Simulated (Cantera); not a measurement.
Input: 1 mol SiH₂Cl₂, 1.2 mol NH₃, 94 mol H₂, at 0.133 bar.

Method: chemical equilibrium by Gibbs-energy minimisation in Cantera with the NASA 1993 tables (ideal gas, pure condensed phases). Candidate condensed phases: NH₄Cl, Si, Si₃N₄; 28 gas species. Mutual solubility and eutectic melting of coexisting phases are not modelled. Gases not in the tables: Si₂H₆ and higher silanes. The numbers say what is thermodynamically allowed, not how fast it happens.

Task: Which condensed phases are stable at each of these points (T (K)): 1573, 1623, 1673, 1723, 1773, 1823, 1873?

Result: 
```json
[
 {"T (K)": "1573", "condensed phases": "Si(s) + Si₃N₄(s)", "Si condensed (%)": "88.7"},
 {"T (K)": "1623", "condensed phases": "Si(s) + Si₃N₄(s)", "Si condensed (%)": "88.4"},
 {"T (K)": "1673", "condensed phases": "Si(s)", "Si condensed (%)": "88.0"},
 {"T (K)": "1723", "condensed phases": "Si(l)", "Si condensed (%)": "88.3"},
 {"T (K)": "1773", "condensed phases": "Si(l)", "Si condensed (%)": "88.7"},
 {"T (K)": "1823", "condensed phases": "Si(l)", "Si condensed (%)": "88.9"},
 {"T (K)": "1873", "condensed phases": "Si(l)", "Si condensed (%)": "88.8"}
]
```

From 1573 K to 1623 K the condensed part is Si(s) + Si₃N₄(s). At 1673 K the condensed part is Si(s). From 1723 K to 1873 K the condensed part is Si(l).
